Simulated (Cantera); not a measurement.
A perfectly stirred reactor is fed with NO : N2 = 1 : 0.26 (molar parts), at 0.0148 atm; it is held at 1800 K, and followed from long to short residence time.

Computed with Cantera and GRI-Mech 3.0 (53 species, 325 reactions). Radical loss at walls, strong at low pressure, is not modelled.

### Question
What does this change do: 0.0095 parts H2O added?

### Answer
```json
[
 {"quantity": "x(NO) at τ = 14.0 s", "before": "0.710", "after": "0.703"},
 {"quantity": "x(NO2) at τ = 14.0 s", "before": "8.93e-5", "after": "8.78e-5"},
 {"quantity": "x(N2) at τ = 14.0 s", "before": "0.248", "after": "0.247"},
 {"quantity": "x(N2O) at τ = 14.0 s", "before": "0.000153", "after": "0.000117"},
 {"quantity": "x(O2) at τ = 14.0 s", "before": "0.0414", "after": "0.0418"},
 {"quantity": "x(NO) at τ = 0.140 s", "before": "0.793", "after": "0.787"},
 {"quantity": "x(NO2) at τ = 0.140 s", "before": "2.56e-5", "after": "1.28e-5"},
 {"quantity": "x(N2) at τ = 0.140 s", "before": "0.207", "after": "0.205"},
 {"quantity": "x(N2O) at τ = 0.140 s", "before": "0.000130", "after": "9.05e-5"},
 {"quantity": "x(O2) at τ = 0.140 s", "before": "0.000258", "after": "0.000351"}
]
```

### Question
What does this change do: NO 1 to 2.2 parts?

### Answer
```json
[
 {"quantity": "x(NO) at τ = 14.0 s", "before": "0.710", "after": "0.792"},
 {"quantity": "x(NO2) at τ = 14.0 s", "before": "8.93e-5", "after": "0.000110"},
 {"quantity": "x(N2) at τ = 14.0 s", "before": "0.248", "after": "0.157"},
 {"quantity": "x(N2O) at τ = 14.0 s", "before": "0.000153", "after": "0.000186"},
 {"quantity": "x(O2) at τ = 14.0 s", "before": "0.0414", "after": "0.0508"},
 {"quantity": "x(NO) at τ = 0.140 s", "before": "0.793", "after": "0.893"},
 {"quantity": "x(NO2) at τ = 0.140 s", "before": "2.56e-5", "after": "3.06e-5"},
 {"quantity": "x(N2) at τ = 0.140 s", "before": "0.207", "after": "0.106"},
 {"quantity": "x(N2O) at τ = 0.140 s", "before": "0.000130", "after": "0.000163"},
 {"quantity": "x(O2) at τ = 0.140 s", "before": "0.000258", "after": "0.000335"}
]
```

### Question
What does this change do: temperature 1800 to 1675 K?

### Answer
```json
[
 {"quantity": "x(NO) at τ = 14.0 s", "before": "0.710", "after": "0.773"},
 {"quantity": "x(NO2) at τ = 14.0 s", "before": "8.93e-5", "after": "6.61e-5"},
 {"quantity": "x(N2) at τ = 14.0 s", "before": "0.248", "after": "0.216"},
 {"quantity": "x(N2O) at τ = 14.0 s", "before": "0.000153", "after": "0.000190"},
 {"quantity": "x(O2) at τ = 14.0 s", "before": "0.0414", "after": "0.00997"},
 {"quantity": "x(NO) at τ = 0.140 s", "before": "0.793", "after": "0.793"},
 {"quantity": "x(NO2) at τ = 0.140 s", "before": "2.56e-5", "after": "2.30e-5"},
 {"quantity": "x(N2) at τ = 0.140 s", "before": "0.207", "after": "0.206"},
 {"quantity": "x(N2O) at τ = 0.140 s", "before": "0.000130", "after": "6.46e-5"},
 {"quantity": "x(O2) at τ = 0.140 s", "before": "0.000258", "after": "4.47e-5"}
]
```
